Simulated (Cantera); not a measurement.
A Cantera script and its output.

```python
import numpy as np
import cantera as ct

gas = ct.Solution("h2o2.yaml")
gas.TPX = 1323, 1333, {'H2': 0.0073, 'O2': 1, 'H2O': 0.031}
reactor = ct.IdealGasConstPressureReactor(gas, energy="off", clone=False)
net = ct.ReactorNet([reactor])
net.rtol, net.atol = 1e-08, 1e-18
show = ['H2', 'O2', 'H2O', 'H2O2', 'H']
times = np.geomspace(0.0005, 30, 12)

steps = ct.SolutionArray(gas, extra=["t"])
rows = []
print(f"{'t/s':>10s}{'T/K':>9s}{'P/Pa':>11s}" + "".join(f"{s:>11s}" for s in show))
for t in times:
    while net.time < t:
        t_next = net.step()
        steps.append(gas.state, t=t_next)
    rows.append([np.interp(t, steps.t, y) for y in (steps.T, steps.P, *steps(*show).X.T)])
    print(f"{t:10.3e}{rows[-1][0]:9.1f}{rows[-1][1]:11.4g}" + "".join(f"{x:11.3e}" for x in rows[-1][2:]))
rate = np.gradient(steps.T, steps.t)
print("integrator steps:", len(steps.t))
if steps.T.max() > steps.T[0] + 200:
    print(f"time of steepest temperature rise: {steps.t[rate.argmax()]:.4e} s")
gas.TPX = 1323, 1333, {'H2': 0.0073, 'O2': 1, 'H2O': 0.031}
gas.equilibrate("TP")
print(f"equilibrium (TP): T = {gas.T:.1f} K  " + "  ".join(f"{s} {gas[s].X[0]:.3e}" for s in show))
```

It prints:

```
       t/s      T/K       P/Pa         H2         O2        H2O       H2O2          H
 5.000e-04   1323.0       1333  7.031e-03  9.631e-01  2.986e-02  1.460e-11  4.433e-09
 1.359e-03   1323.0       1333  7.030e-03  9.631e-01  2.986e-02  9.646e-11  2.762e-08
 3.696e-03   1323.0       1333  6.973e-03  9.631e-01  2.990e-02  6.067e-10  2.865e-06
 1.005e-02   1323.0       1333  1.353e-04  9.567e-01  3.572e-02  3.559e-08  3.294e-04
 2.732e-02   1323.0       1333  8.994e-05  9.573e-01  3.586e-02  3.348e-08  2.792e-04
 7.428e-02   1323.0       1333  6.948e-05  9.585e-01  3.605e-02  3.046e-08  1.888e-04
 2.019e-01   1323.0       1333  3.915e-05  9.604e-01  3.635e-02  2.413e-08  7.937e-05
 5.490e-01   1323.0       1333  1.400e-05  9.619e-01  3.665e-02  1.482e-08  1.688e-05
 1.493e+00   1323.0       1333  3.450e-06  9.626e-01  3.685e-02  6.691e-09  2.061e-06
 4.059e+00   1323.0       1333  7.643e-07  9.629e-01  3.694e-02  2.418e-09  2.152e-07
 1.103e+01   1323.0       1333  1.881e-07  9.629e-01  3.698e-02  8.268e-10  2.634e-08
 3.000e+01   1323.0       1333  6.299e-08  9.630e-01  3.700e-02  3.561e-10  5.119e-09
integrator steps: 1601
equilibrium (TP): T = 1323.0 K  H2 4.262e-08  O2 9.630e-01  H2O 3.700e-02  H2O2 2.734e-10  H 2.855e-09
```

Cantera simulation using the H2/O2 subset of GRI-Mech 3.0, which has no nitrogen chemistry; the numbers are that mechanism's predictions, not measurements. Radical loss at walls, strong at low pressure, is not modelled.
